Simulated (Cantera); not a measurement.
**Ignition delay**

Mixture: H2 : O2 : N2 = 1 : 0.581 : 2.09 (molar parts), equivalence ratio 0.86, at 500000 Pa, adiabatic and at constant pressure. Ignition delay is the time to a rise of 400 K.

Model: the H2/O2 subset of GRI-Mech 3.0, which has no nitrogen chemistry, integrated in Cantera. The hydrogen kinetics of GRI-Mech 3.0 are dated; newer H2 mechanisms differ, most at raised pressure. Below about 950 K walls govern HO2 and H2O2 in real vessels.

```json
[
 {"T0 (K)": "875", "delay (ms)": "380"},
 {"T0 (K)": "925", "delay (ms)": "88.5"},
 {"T0 (K)": "975", "delay (ms)": "22.4"},
 {"T0 (K)": "1025", "delay (ms)": "5.70"},
 {"T0 (K)": "1075", "delay (ms)": "1.27"},
 {"T0 (K)": "1125", "delay (ms)": "0.149"},
 {"T0 (K)": "1175", "delay (ms)": "0.0225"}
]
```

* **apparent activation energy between 1075 and 1175 K**: 420 kJ/mol
